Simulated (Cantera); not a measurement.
Input: 1 mol Fe₂O₃, 0.42 mol H₂O, 0.15 mol O₂, equilibrated at 750 K and 11.0 mbar.

Equilibrium computed with Cantera from the NASA thermochemical tables; the gas is ideal and each condensed phase is pure. Candidate condensed phases: Fe, FeO, Fe(OH)₂, Fe(OH)₃, Fe₂O₃, Fe₃O₄, H₂O; 12 gas species. Kinetics and transport are ignored.

Base state: H₂O 0.737, O₂ 0.263 (mole fractions); condensed: Fe₂O₃(s).

Problem. What changes in the equilibrium state with this change: 0.11 mol Cl₂ added?

Solution. 
```json
[
 {"species": "H₂O", "before": "0.737", "after": "0.454"},
 {"species": "O₂", "before": "0.263", "after": "0.269"},
 {"species": "HCl", "before": "0", "after": "0.250"},
 {"species": "Cl₂", "before": "0", "after": "0.0268"},
 {"species": "Fe₂O₃(s), mol", "before": "1.00", "after": "1.00"}
]
```
Condensed phases not in the tables: FeOCl. Further candidate phases: FeCl₂, FeCl₃.
